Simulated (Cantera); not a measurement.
A closed system holds: 1 mol Al(CH3)3, 3.6 mol N2O, a varied amount of H2, held at 2048.15 K and 130 Pa.

These are equilibrium values from Cantera (NASA tables, ideal gas, pure condensed phases), not measurements of a reactor. Candidate condensed phases: Al, AlN, Al2O3, C, C6H6, C7H8, C8H18, H2O; 148 gas species. The feed counts by its element totals alone. The tables' values for AlOH are old estimates; treat these amounts as uncertain. Kinetics and transport are ignored.

Problem. At 6.4 mol H2, list the 6 most abundant gas species with their mole fractions, and the condensed phases.

Solution. H2 0.566, N2 0.195, CO 0.162, H 0.0468, Al 0.0212, Al2O 0.00837. Condensed: Al2O3(s).
